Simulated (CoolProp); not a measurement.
Properties of n-pentane along the isotherm 233.05 °C (Tc = 196.5 °C, pc = 33.68 bar, ω = 0.251).

Values from CoolProp's reference Helmholtz-energy equation of state, Thol 2019.

| p (bar) | phase | cp (kJ/(kg K)) | cv (kJ/(kg K)) | expansivity (1/kK) | conductivity (mW/(m K)) |
|---|---|---|---|---|---|
| 1.06 | gas | (withheld) | 2.442 | 2.034 | 40.9 |
| 2.19 | gas | 2.570 | 2.444 | 2.098 | (withheld) |
| 4.49 | gas | 2.588 | 2.450 | 2.241 | 41.2 |
| 9.22 | gas | (withheld) | 2.462 | 2.584 | (withheld) |
| 18.9 | gas | 2.757 | 2.493 | 3.615 | 43.6 |
| 38.9 | supercritical | (withheld) | 2.590 | 10.57 | 55.5 |
| 79.9 | supercritical | 3.740 | 2.575 | 6.900 | 76.7 |
| 164 | supercritical | 3.199 | 2.542 | 2.701 | 83.9 |
| 337 | supercritical | 3.033 | 2.542 | 1.539 | 96.1 |

Task: Complete the blanks.

Result: 
- 1.06, cp (kJ/(kg K)): 2.562
- 2.19, conductivity (mW/(m K)): 41.0
- 9.22, cp (kJ/(kg K)): 2.630
- 9.22, conductivity (mW/(m K)): 41.7
- 38.9, cp (kJ/(kg K)): 3.606

Thermal conductivity comes from a separate model (Vassiliou 2015).
